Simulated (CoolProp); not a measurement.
Tetrahydrofuran at 439.84 K and 0.298 MPa is compressed adiabatically to 2.21 MPa with isentropic efficiency 0.75. Each further row changes one setting.

Values from CoolProp's reference Helmholtz-energy equation of state, Fiedler 2023.

```
case             work (kJ/kg)  final temperature (K)  final density (kg/m³)
---------------  ------------  ---------------------  ---------------------
as stated          (withheld)                  529.8                   43.9
efficiency 1       (withheld)             (withheld)             (withheld)
efficiency 0.65           152             (withheld)                   42.5
```

Q: Some entries are withheld; supply them.

A: 
- as stated, work (kJ/kg): 132
- efficiency 1, work (kJ/kg): 99.1
- efficiency 1, final temperature (K): 514.2
- efficiency 1, final density (kg/m³): 46.5
- efficiency 0.65, final temperature (K): 539.2
